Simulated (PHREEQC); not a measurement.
A solution holds 0.14 mol NaHCO3 per kg of water, at 25 °C. Closed to the air; pH follows from the charge balance.

All values are PHREEQC results (ion-association model, wateq4f.dat), not measurements.

No solid was allowed to form.

Q: Predict the pH, ionic strength.

A: pH 7.97; ionic strength 0.135 mol/kgw.

Q: In which forms is C present?

A: HCO3- 93 %, NaHCO3 4.0 %, CO2 1.7 %, CO3-2 0.9 %, NaCO3- 0.8 % of the C.

Complexes and solids missing from the database can't appear.
